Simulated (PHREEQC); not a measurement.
Consider water at 15 °C with 30 mmol/kgw HCl and 94 mmol/kgw KCl. Closed to the air; pH follows from the charge balance.

The numbers come from PHREEQC with the ion-association model, phreeqc.dat.

Each row changes one thing in this solution. No solid was allowed to form.

```
case                                              pH  SI of Sylvite (KCl)
----------------------------------------------  ----  -------------------
as made                                         1.61                -3.03
HCl replaced by (CH3)4NCl at the same molality  7.15                -3.03
diluted 10-fold with water                      2.56                -4.88
diluted 2-fold with water                       1.90                    …
HCl from 0.03 to 0.027 mol/kgw                     …                -3.04
diluted 5-fold with water                          …                    …
temperature from 15 to 50 °C                    1.61                -3.21
0.0077 mol/kgw H2SO4 added                      1.47                -3.04
```

Question: Complete the blanks.

Answer: 
- diluted 2-fold with water, SI of Sylvite (KCl): -3.58
- HCl from 0.03 to 0.027 mol/kgw, pH: 1.66
- diluted 5-fold with water, pH: 2.28
- diluted 5-fold with water, SI of Sylvite (KCl): -4.31

(CH3)4N+ isn't in the database: it is added as a free cation with an ion size of 4 Å. Constants without temperature data keep their 25 °C values here.
